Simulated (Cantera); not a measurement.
A freely propagating, adiabatic, planar premixed flame of CH4 : H2 : O2 : N2 = 1 : 1.3 : 2.04 : 6.73 (molar parts), equivalence ratio 1.3, unburnt at 698 K and 65000 Pa; mixture-averaged transport, grid criteria slope 0.08 and curve 0.16, no radiation.

Model: GRI-Mech 3.0 (53 species, 325 reactions), integrated in Cantera. Burning velocities carry a grid error of a few per cent, more on coarse grids.

x: mole fraction of selected species; z is measured from the peak of heat release.

| z (mm) | T (K) | u (m/s) | x CH4 | x H2 | x O2 | x HCO | x CH2O | x C2H6 |
|---|---|---|---|---|---|---|---|---|
| -0.995 | 698 | 3.70 | 0.0903 | 0.117 | 0.184 | <1e-8 | <1e-8 | <1e-8 |
| -0.663 | 699 | 3.71 | 0.0904 | 0.117 | 0.184 | <1e-8 | 2.94e-7 | 6.38e-8 |
| -0.498 | 702 | 3.72 | 0.0904 | 0.116 | 0.185 | <1e-8 | 3.40e-6 | 1.13e-6 |
| -0.332 | 740 | 3.91 | 0.0894 | 0.113 | 0.184 | 1.06e-8 | 4.50e-5 | 3.28e-5 |
| -0.166 | ? | 5.65 | 0.0733 | 0.106 | 0.164 | 3.86e-6 | 0.000506 | 0.000698 |
| -0.0829 | ? | 7.88 | 0.0444 | 0.100 | 0.125 | 5.76e-5 | 0.00109 | 0.000851 |
| 0 | ? | 10.2 | 0.0139 | 0.0897 | 0.0726 | 0.000155 | 0.000886 | 0.000124 |
| 0.0829 | 2074 | 11.4 | 0.00213 | 0.0753 | 0.0349 | 8.64e-5 | 0.000287 | 2.83e-6 |
| 0.166 | 2137 | 11.7 | 0.000207 | 0.0651 | 0.0174 | 1.66e-5 | 4.55e-5 | 2.94e-8 |
| 0.332 | 2167 | 11.8 | 1.54e-6 | 0.0598 | 0.00810 | 3.44e-7 | 4.74e-7 | <1e-8 |
| 0.663 | 2196 | 12.0 | <1e-8 | 0.0604 | 0.00603 | 1.38e-7 | <1e-8 | <1e-8 |
| 1.33 | 2235 | 12.1 | <1e-8 | 0.0605 | 0.00515 | 1.20e-7 | <1e-8 | <1e-8 |
| 2.65 | 2290 | 12.4 | <1e-8 | 0.0598 | 0.00411 | 9.84e-8 | <1e-8 | <1e-8 |

Question: What belongs in the gaps?

Answer: 
- -0.166, T (K): 1065
- -0.0829, T (K): 1469
- 0, T (K): 1867
